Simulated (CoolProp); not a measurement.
A Linde-Hampson liquefier for ethylene: isothermal reversible compression at 290 K from 1 atm to 20 MPa, throttling to 1 atm, return gas leaving the recuperator 0 K below the feed. Each further row changes one setting.

Model: reference Helmholtz-energy equation of state, Smukala 2000, in CoolProp.

```csv
case,liquid yield per pass,compression work (kJ/kg of gas)
as stated,___,350
high pressure 40 MPa,___,___
warm-end temperature 320 K,0.416,___
warm-end gap 5 K,0.502,350
```

### Question
Complete the blanks.

### Answer

- as stated, liquid yield per pass: 0.508
- high pressure 40 MPa, liquid yield per pass: 0.501
- high pressure 40 MPa, compression work (kJ/kg of gas): 395
- warm-end temperature 320 K, compression work (kJ/kg of gas): 418
